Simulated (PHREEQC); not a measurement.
## Acid mine or pickling water

A made-up water analysis in mmol/kgw, 44 °C, pH 2.15, pe 11.4:

```json
[
 {"constituent": "Na", "mmol/kgw": "3.3"},
 {"constituent": "K", "mmol/kgw": "0.438"},
 {"constituent": "Ca", "mmol/kgw": "3.01"},
 {"constituent": "Mg", "mmol/kgw": "1.69"},
 {"constituent": "Cl", "mmol/kgw": "3.69"},
 {"constituent": "S(6)", "mmol/kgw": "11.7"},
 {"constituent": "Mn(2)", "mmol/kgw": "0.0822"},
 {"constituent": "Zn", "mmol/kgw": "0.0158"}
]
```

Valence states are taken as typed.

Model: ion-association model, phreeqc.dat, run in PHREEQC.

Each row changes one thing in this solution. Precipitation was switched off in this run.

```csv
case,ionic strength (mol/kgw),SO4-2 (mol/kgw),HSO4- (mol/kgw),Ca+2 (mol/kgw),Mg+2 (mol/kgw),CaSO4 (mol/kgw),SI of Gypsum (CaSO4:2H2O),SI of Halite (NaCl)
as made,0.0286,0.00609,0.00404,0.00220,0.00103,0.000754,-0.82,-6.65
temperature from 44 to 15 °C at the same typed pH,0.0314,0.00765,___,0.00219,0.00121,0.000778,-0.74,-6.63
Ca from 3.01 to 1.5 mmol/kgw,0.0267,0.00627,0.00422,0.00108,0.00101,0.000394,___,-6.65
all concentrations times 2 at the same typed pH,0.0511,0.0122,0.00717,0.00391,0.00174,0.00196,-0.41,-6.09
```

Question: What belongs in the gaps?

Answer: 
- temperature from 44 to 15 °C at the same typed pH, HSO4- (mol/kgw): 0.00266
- Ca from 3.01 to 1.5 mmol/kgw, SI of Gypsum (CaSO4:2H2O): -1.10

Constants without temperature data keep their 25 °C values here.
